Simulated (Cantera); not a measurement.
# Thermodynamics of silicon nitride deposition, feed SiH2Cl2 + N2

A closed system holds: 1 mol SiH2Cl2, 7.3 mol N2, equilibrated at 5.30 mbar.

Method: chemical equilibrium by Gibbs-energy minimisation in Cantera with the NASA 1993 tables (ideal gas, pure condensed phases). Candidate condensed phases: NH4Cl, Si, Si3N4; 28 gas species. N2 is the only nitrogen source here; it is nearly inert below about 1500 K, so the nitride shown seldom forms there in practice. The tables' values for SiCl3 are old estimates; treat these amounts as uncertain. The numbers say what is thermodynamically allowed, not how fast it happens.

From 652 °C to 1252 °C the condensed part is Si3N4(s). The main Si-bearing gas is SiCl4 at 652 °C and SiCl2 at 1252 °C. The share of Si in condensed phases is highest at 902 °C (84.1 %) and lowest at 1252 °C (51.7 %).

```tsv
T (°C)	x N2	x HCl	x H2	x SiCl2	x SiCl4	x SiCl3	x SiHCl3	x Cl	n Si3N4(s)
652	0.788	0.147	0.0431	1.59e-7	0.0215	9.28e-6	2.29e-5	2.44e-9	0.272
702	0.787	0.151	0.0413	1.02e-6	0.0206	2.73e-5	3.23e-5	1.10e-8	0.274
752	0.787	0.154	0.0397	5.48e-6	0.0198	7.20e-5	4.39e-5	4.25e-8	0.276
802	0.786	0.156	0.0383	2.49e-5	0.0190	0.000173	5.79e-5	1.46e-7	0.278
852	0.785	0.159	0.0372	9.87e-5	0.0182	0.000382	7.41e-5	4.46e-7	0.280
902	0.785	0.160	0.0362	0.000345	0.0173	0.000781	9.22e-5	1.24e-6	0.280
952	0.784	0.161	0.0356	0.00107	0.0161	0.00148	0.000111	3.15e-6	0.280
1002	0.783	0.161	0.0355	0.00295	0.0143	0.00254	0.000127	7.36e-6	0.276
1052	0.782	0.159	0.0362	0.00715	0.0115	0.00390	0.000135	1.57e-5	0.268
1102	0.781	0.153	0.0384	0.0148	0.00793	0.00506	0.000127	3.04e-5	0.252
1152	0.779	0.142	0.0427	0.0258	0.00438	0.00536	0.000103	5.28e-5	0.229
1202	0.779	0.128	0.0491	0.0380	0.00196	0.00468	7.12e-5	8.31e-5	0.201
1252	0.779	0.111	0.0566	0.0497	0.000763	0.00357	4.42e-5	0.000121	0.172
```
x: gas mole fraction; n: condensed amount in mol.
